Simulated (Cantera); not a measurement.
**Ignition delay**

Mixture: 10.9 % H₂, 13.3 % O₂, 75.8 % N₂, at 1.78 atm, adiabatic and at constant volume. Ignition delay is the time to a rise of 400 K.

Computed with Cantera and the H2/O2 subset of GRI-Mech 3.0, which has no nitrogen chemistry. Where the delays flatten at high temperature, the 400 K rule measures the pace of heat release, not the induction time.

```json
[
 {"T0 (K)": "1048", "delay (ms)": "0.198"},
 {"T0 (K)": "1098", "delay (ms)": "0.0917"},
 {"T0 (K)": "1148", "delay (ms)": "0.0582"},
 {"T0 (K)": "1198", "delay (ms)": "0.0419"},
 {"T0 (K)": "1248", "delay (ms)": "0.0324"},
 {"T0 (K)": "1298", "delay (ms)": "0.0264"},
 {"T0 (K)": "1348", "delay (ms)": "0.0224"},
 {"T0 (K)": "1398", "delay (ms)": "0.0197"},
 {"T0 (K)": "1448", "delay (ms)": "0.0179"}
]
```
